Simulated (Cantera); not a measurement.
A closed system holds: 1 mol Si, 0.0019 mol O₂, 150 mol H₂, equilibrated at 0.110 bar.

These are equilibrium values from Cantera (NASA tables, ideal gas, pure condensed phases), not measurements of a reactor. Candidate condensed phases: H₂O, Si, SiO₂; 18 gas species. Gases not in the tables: Si₂H₆ and higher silanes. Kinetics and transport are ignored.

### Question
What share of the Si ends up in condensed phases as a function of T (K), at 1450, 1550, 1650, 1750, 1850, 1950, 2050, 2150?

### Answer
| T (K) | Si condensed (%) | as |
|---|---|---|
| 1450 | 99.6 | Si(s) |
| 1550 | 99.6 | Si(s) |
| 1650 | 99.4 | Si(s) |
| 1750 | 99.0 | Si(l) |
| 1850 | 97.8 | Si(l) |
| 1950 | 94.3 | Si(l) |
| 2050 | 84.5 | Si(l) |
| 2150 | 59.1 | Si(l) |
